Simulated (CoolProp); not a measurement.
Model: reference Helmholtz-energy equation of state, Gao 2020, in CoolProp.

### Question
Give the vapour pressure (kPa), surface tension (mN/m), liquid viscosity (µPa s), vapour viscosity (µPa s) of saturated ammonia at 22.75, 31.85 °C.

### Answer
```json
[
 {"T (°C)": "22.75", "p (kPa)": "935", "surface tension (mN/m)": "21.0", "liquid viscosity (µPa s)": "135", "vapour viscosity (µPa s)": "9.76"},
 {"T (°C)": "31.85", "p (kPa)": "1230", "surface tension (mN/m)": "18.9", "liquid viscosity (µPa s)": "123", "vapour viscosity (µPa s)": "10.1"}
]
```

Viscosity comes from a separate model (Fenghour 1995). Surface tension comes from a separate correlation (Mulero 2012).
